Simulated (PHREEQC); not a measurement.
HCl is added in steps, without added water, to 1 kg of water holding 0.025 mol/kgw H3BO3, 0.087 mol/kgw Na2HPO4, 0.068 mol/kgw (NH4)2SO4 and 0.023 mol/kgw FeCl2, at 25 °C. No oxygen is let in. No CO2 enters from the air. Nothing may precipitate in this run.

Base run: PHREEQC, ion-association model, wateq4f.dat. Each further column changes one thing. The table gives FeHPO4 (mol/kgw).

```tsv
HCl added (mol)	base	(NH4)2SO4 left out	0.0032 mol/kgw Na2SO4 added
0	0.0199	…	0.0199
0.0385	0.0132	…	0.0131
0.0715	0.00476	…	0.00473
0.11	2.06e-6	…	2.07e-6
0.1485	5.23e-7	4.12e-7	5.27e-7
0.1815	2.44e-7	1.73e-7	2.46e-7
0.22	1.20e-7	…	1.22e-7
```

**Question.** Fill in the missing entries.

**Answer.** 
- 0, (NH4)2SO4 left out: 0.0214
- 0.0385, (NH4)2SO4 left out: 0.0147
- 0.0715, (NH4)2SO4 left out: 0.00562
- 0.11, (NH4)2SO4 left out: 1.94e-6
- 0.22, (NH4)2SO4 left out: 8.29e-8

In at least one series the solution becomes supersaturated in solids that the run did not let form, among them Vivianite. H3PO4, which wateq4f.dat lacks, is added to it with the constant of phreeqc.dat.
